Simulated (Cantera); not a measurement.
A closed system holds: 1 mol S, 0.086 mol H₂O, 0.59 mol O₂, at 2225 °C and 10.0 mbar.

Cantera equilibrium calculation (NASA polynomials, part measured and part estimated; ideal gas, pure solids and liquids). Candidate condensed phases: H₂O, H₂SO₄, S; 19 gas species. Equilibrium is a limit: real reactors are often held back by kinetics, nucleation or transport.

Base state: SO₂ 0.380, SO 0.368, S 0.0896, S₂ 0.0426, H 0.0407, H₂ 0.0267, H₂O 0.0258, O 0.00817 (mole fractions); condensed: gas only.

Q: What changes in the equilibrium state with this change: temperature from 2225 °C to 3050 °C?

A: 
```tsv
species	before	after
O	0.00817	0.425
S	0.0896	0.341
SO	0.368	0.122
SO₂	0.380	0.00829
H₂O	0.0258	4.58e-5
H₂	0.0267	0.000397
S₂	0.0426	0.00329
O₂	0.00324	0.0190
H	0.0407	0.0772
H₂S	0.000110	1.55e-7
S₂O	0.000792	1.59e-5
SH	0.00583	0.000471
OH	0.00814	0.00370
```

Q: What changes in the equilibrium state with this change: S replaced by HBr?

A: 
```csv
species,before,after
Br,0,0.448
H₂O,0.0258,0.187
O₂,0.00324,0.152
SO₂,0.380,0
SO,0.368,0
S,0.0896,0
S₂,0.0426,0
HBr,0,0.0292
OH,0.00814,0.0574
O,0.00817,0.0559
H₂,0.0267,0.0283
H,0.0407,0.0419
SH,0.00583,0
S₂O,0.000792,0
H₂S,0.000110,0
Br₂,0,3.52e-5
```
Further candidate phases: Br₂.
